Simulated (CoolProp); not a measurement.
Model: reference Helmholtz-energy equation of state, Gao 2022, in CoolProp.

**Question.** Give the vapour pressure (MPa), liquid density (kg/m³), vapour density (kg/m³) of saturated n-perfluorohexane at 244.8, 254.1, 268 K.

**Answer.** 
```json
[
 {"T (K)": "244.8", "p (MPa)": "0.00145", "liquid density (kg/m³)": "1830", "vapour density (kg/m³)": "0.242"},
 {"T (K)": "254.1", "p (MPa)": "0.00276", "liquid density (kg/m³)": "1800", "vapour density (kg/m³)": "0.443"},
 {"T (K)": "268", "p (MPa)": "0.00648", "liquid density (kg/m³)": "1760", "vapour density (kg/m³)": "0.991"}
]
```
